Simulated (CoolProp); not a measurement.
Properties of R245fa at several states (Tc = 153.9 °C, pc = 3651 kPa, ω = 0.378).

The numbers come from the reference Helmholtz-energy equation of state, Akasaka 2015 in CoolProp.

```csv
T (°C),p (kPa),phase,density (kg/m³),isothermal compressibility (1/MPa)
-15.95,18500,liquid,1477,…
117.15,7290,liquid,…,0.008885
67.25,1440,liquid,…,…
-49.55,6950,liquid,…,…
```

Problem. What belongs in the gaps?

Solution. 
- -15.95, isothermal compressibility (1/MPa): 0.001094
- 117.15, density (kg/m³): 1087
- 67.25, density (kg/m³): 1219
- 67.25, isothermal compressibility (1/MPa): 0.004576
- -49.55, density (kg/m³): 1534
- -49.55, isothermal compressibility (1/MPa): 0.0008922
